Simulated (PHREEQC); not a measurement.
Solution (94 °C): 0.0049 mol Cu(NO3)2, 7.6e-05 mol HNO3 and 0.013 mol NaCl per kg of water. Closed to the air; pH follows from the charge balance.

The numbers come from PHREEQC with the ion-association model, phreeqc.dat.

| quantity | before | after |
|---|---|---|
| pH | 4.06 | 4.17 |
| Cl- (mol/kgw) | 0.0120 | 0.0129 |
| Cu+2 (mol/kgw) | 0.00386 | 0.00481 |
| CuCl+ (mol/kgw) | 0.00100 | 9.26e-5 |
| Cu2(OH)2+2 (mol/kgw) | 1.23e-5 | 1.29e-7 |
| SI of Halite (NaCl) | -5.58 | -5.48 |

Question: Name the change that produced these shifts.
A. temperature from 94 to 25 °C
B. HNO3 from 7.6e-05 to 3.8e-05 mol/kgw
C. HNO3 left out
D. HNO3 from 7.6e-05 to 0.00038 mol/kgw
E. Cu(NO3)2 replaced by CuCl2 at the same molality

Answer: A, temperature from 94 to 25 °C

No solid was allowed to form. At this temperature some constants are extrapolated from 25 °C, and those without enthalpy data are left unchanged.
